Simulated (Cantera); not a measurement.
**Equilibrium for silicon epitaxy and polysilicon growth: SiHCl₃ + H₂**

A closed system holds: 1 mol SiHCl₃, a varied amount of H₂, held at 977 °C and 75.0 Torr.

Equilibrium computed with Cantera from the NASA thermochemical tables; the gas is ideal and each condensed phase is pure. Candidate condensed phases: Si; 19 gas species. The tables' values for SiCl₃ are old estimates; treat these amounts as uncertain. Rates play no part.

```json
[
 {"n(H₂) (mol)": "6.8", "log p H₂": "-1.08", "log p HCl": "-2.08", "log p SiCl₄": "-2.40", "log p SiCl₂": "-2.67", "log p SiHCl₃": "-2.86", "log p SiCl₃": "-2.96", "n Si(s)": "0.281"},
 {"n(H₂) (mol)": "11", "log p H₂": "-1.06", "log p HCl": "-2.13", "log p SiCl₄": "-2.67", "log p SiCl₂": "-2.80", "log p SiHCl₃": "-3.05", "log p SiCl₃": "-3.17", "n Si(s)": "0.330"},
 {"n(H₂) (mol)": "18", "log p H₂": "-1.04", "log p HCl": "-2.20", "log p SiCl₄": "-3.00", "log p SiCl₂": "-2.97", "log p SiHCl₃": "-3.28", "log p SiCl₃": "-3.41", "n Si(s)": "0.402"},
 {"n(H₂) (mol)": "28", "log p H₂": "-1.03", "log p HCl": "-2.28", "log p SiCl₄": "-3.34", "log p SiCl₂": "-3.14", "log p SiHCl₃": "-3.53", "log p SiCl₃": "-3.66", "n Si(s)": "0.486"},
 {"n(H₂) (mol)": "46", "log p H₂": "-1.02", "log p HCl": "-2.39", "log p SiCl₄": "-3.79", "log p SiCl₂": "-3.37", "log p SiHCl₃": "-3.87", "log p SiCl₃": "-4.01", "n Si(s)": "0.598"},
 {"n(H₂) (mol)": "74", "log p H₂": "-1.01", "log p HCl": "-2.52", "log p SiCl₄": "-4.33", "log p SiCl₂": "-3.63", "log p SiHCl₃": "-4.27", "log p SiCl₃": "-4.41", "n Si(s)": "0.709"},
 {"n(H₂) (mol)": "120", "log p H₂": "-1.01", "log p HCl": "-2.68", "log p SiCl₄": "-4.96", "log p SiCl₂": "-3.95", "log p SiHCl₃": "-4.74", "log p SiCl₃": "-4.88", "n Si(s)": "0.806"},
 {"n(H₂) (mol)": "190", "log p H₂": "-1.01", "log p HCl": "-2.85", "log p SiCl₄": "-5.64", "log p SiCl₂": "-4.29", "log p SiHCl₃": "-5.25", "log p SiCl₃": "-5.39", "n Si(s)": "0.874"},
 {"n(H₂) (mol)": "310", "log p H₂": "-1.00", "log p HCl": "-3.04", "log p SiCl₄": "-6.42", "log p SiCl₂": "-4.68", "log p SiHCl₃": "-5.83", "log p SiCl₃": "-5.98", "n Si(s)": "0.923"},
 {"n(H₂) (mol)": "500", "log p H₂": "-1.00", "log p HCl": "-3.24", "log p SiCl₄": "-7.21", "log p SiCl₂": "-5.07", "log p SiHCl₃": "-6.42", "log p SiCl₃": "-6.57", "n Si(s)": "0.952"},
 {"n(H₂) (mol)": "800", "log p H₂": "-1.00", "log p HCl": "-3.44", "log p SiCl₄": "-8.00", "log p SiCl₂": "-5.47", "log p SiHCl₃": "-7.02", "log p SiCl₃": "-7.16", "n Si(s)": "0.970"}
]
```
log p: log10 of the partial pressure in bar; n: condensed amount in mol.

From 6.8 mol H₂ to 800 mol H₂ the condensed part is Si(s). The main Si-bearing gas is SiCl₄ at 6.8 mol H₂ and SiCl₂ at 800 mol H₂. The share of Si in condensed phases is highest at 800 mol H₂ (97.0 %) and lowest at 6.8 mol H₂ (28.1 %).
